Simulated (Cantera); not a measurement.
An adiabatic, constant-pressure homogeneous reactor starts with H2 : O2 : N2 = 1 : 0.806 : 3.03 (molar parts), equivalence ratio 0.62, at 1248 K and 165 Torr. Integrator tolerance rtol = 1e-08.

Detailed kinetics in Cantera: the H2/O2 subset of GRI-Mech 3.0, which has no nitrogen chemistry.

Q: What does this change do: H2 1 to 2.6 parts?

A: 
```tsv
quantity	before	after
time of steepest temperature rise	0.160 ms	0.166 ms
temperature at 3.00 s	2478 K	2644 K
equilibrium temperature	2478 K	2644 K
x(H2) at 3.00 s	0.00911 (gas-phase equilibrium 0.00911)	0.163 (gas-phase equilibrium 0.163)
x(O2) at 3.00 s	0.0662 (gas-phase equilibrium 0.0662)	0.00151 (gas-phase equilibrium 0.00151)
x(O) at 3.00 s	0.00716 (gas-phase equilibrium 0.00716)	0.00236 (gas-phase equilibrium 0.00236)
x(HO2) at 3.00 s	5.56e-6 (gas-phase equilibrium 5.56e-6)	5.51e-7 (gas-phase equilibrium 5.51e-7)
x(H) at 3.00 s	0.00467 (gas-phase equilibrium 0.00467)	0.0397 (gas-phase equilibrium 0.0397)
x(H2O) at 3.00 s	0.205 (gas-phase equilibrium 0.205)	0.257 (gas-phase equilibrium 0.257)
```
